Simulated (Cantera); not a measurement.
A perfectly stirred reactor is fed with N₂O : N₂ = 0.11 : 8.7 (molar parts), at 4.95 Torr; it is held at 1550 K, and followed from long to short residence time.

Model: GRI-Mech 3.0 (53 species, 325 reactions), integrated in Cantera. GRI-Mech 3.0 was tuned for natural gas; its chemistry of N2O as a main component is partial and can be far from experiment. Radical loss at walls, strong at low pressure, is not modelled.

Question: Predict: x(N₂O) at τ = 14.0 s; x(NO) at τ = 14.0 s; x(NO₂) at τ = 14.0 s; x(O) at τ = 14.0 s; x(O₂) at τ = 14.0 s; x(N₂O) at τ = 26.0 ms; x(NO) at τ = 26.0 ms; x(O) at τ = 26.0 ms; x(O₂) at τ = 26.0 ms.

Answer: 
```
Item                     Result
---------------------  --------
x(N₂O) at τ = 14.0 s    0.00121
x(NO) at τ = 14.0 s     0.00301
x(NO₂) at τ = 14.0 s    1.26e-7
x(O) at τ = 14.0 s     0.000110
x(O₂) at τ = 14.0 s     0.00404
x(N₂O) at τ = 26.0 ms    0.0123
x(NO) at τ = 26.0 ms    2.87e-5
x(O) at τ = 26.0 ms     5.54e-5
x(O₂) at τ = 26.0 ms    3.81e-5
```
